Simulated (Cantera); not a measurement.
Input: 1 mol FeS, 3.1 mol H2S, 0.2 mol H2O, at 1323 K and 10.0 mbar.

These are equilibrium values from Cantera (NASA tables, ideal gas, pure condensed phases), not measurements of a reactor. Candidate condensed phases: Fe, FeO, Fe(OH)2, Fe(OH)3, FeS, FeSO4, FeS2, Fe2O3, Fe2(SO4)3, Fe3O4, H2O, H2SO4, S; 22 gas species. FeS: taken at fixed stoichiometry. Equilibrium is a limit: real reactors are often held back by kinetics, nucleation or transport.

Base state: H2 0.483, S2 0.241, H2S 0.228, H2O 0.0458, SH 0.00249, S2O 2.62e-5, SO 2.40e-5, SO2 2.14e-5 (mole fractions); condensed: FeS(s).

### Question
What changes in the equilibrium state with this change: H2S from 3.1 to 0.052 mol?

### Answer
| species | before | after |
|---|---|---|
| H2O | 0.0458 | 0.692 |
| H2 | 0.483 | 0.182 |
| S2 | 0.241 | 0.0631 |
| H2S | 0.228 | 0.0438 |
| SO2 | 2.14e-5 | 0.0177 |
| SO | 2.40e-5 | 0.000493 |
| S2O | 2.62e-5 | 0.000276 |
| SH | 0.00249 | 0.000781 |
| S | 1.95e-5 | 9.97e-6 |
| FeS(s), mol | 1.00 | 1.00 |
